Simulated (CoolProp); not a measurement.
Vapour-liquid equilibrium of carbonyl sulfide (1) + propane (2) at 277.2 K; x and y are mole fractions of (1).

Values from CoolProp's multi-fluid Helmholtz-energy mixture model, Lemmon 2006 and Lemmon 2009; pair parameters Bell 2016.

**Question.** Give the bubble pressure and the first vapour's composition at x = 0.275, 0.575, 0.95. Is there an azeotrope?

**Answer.** x = 0.275: 0.5995 MPa, y = 0.334; x = 0.575: 0.6536 MPa, y = 0.632; x = 0.95: 0.7221 MPa, y = 0.961. No azeotrope shows between x = 0.05 and 0.95.

Pair parameters are fitted to limited data, so mixtures are less certain than the pure fluids.
